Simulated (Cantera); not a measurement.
An adiabatic, constant-volume homogeneous reactor starts with 19.6 % H2, 16.9 % O2, 63.5 % N2, at 1500 K and 1950 Torr.

Model: the H2/O2 subset of GRI-Mech 3.0, which has no nitrogen chemistry, integrated in Cantera. The hydrogen kinetics of GRI-Mech 3.0 are dated; newer H2 mechanisms differ, most at raised pressure.

Q: Predict: time of steepest temperature rise; temperature at 7.00 s; equilibrium temperature; x(H2) at 7.00 s; x(O2) at 7.00 s; x(O) at 7.00 s; x(H2O2) at 7.00 s; x(HO2) at 7.00 s; x(OH) at 7.00 s; x(H2O) at 7.00 s.

A: 
* **time of steepest temperature rise**: 5.31 µs
* **temperature at 7.00 s**: 2856 K
* **equilibrium temperature**: 2856 K
* **x(H2) at 7.00 s**: 0.00894 (gas-phase equilibrium 0.00894)
* **x(O2) at 7.00 s**: 0.0716 (gas-phase equilibrium 0.0716)
* **x(O) at 7.00 s**: 0.00851 (gas-phase equilibrium 0.00851)
* **x(H2O2) at 7.00 s**: 1.48e-6 (gas-phase equilibrium 1.48e-6)
* **x(HO2) at 7.00 s**: 2.88e-5 (gas-phase equilibrium 2.88e-5)
* **x(OH) at 7.00 s**: 0.0275 (gas-phase equilibrium 0.0275)
* **x(H2O) at 7.00 s**: 0.188 (gas-phase equilibrium 0.188)
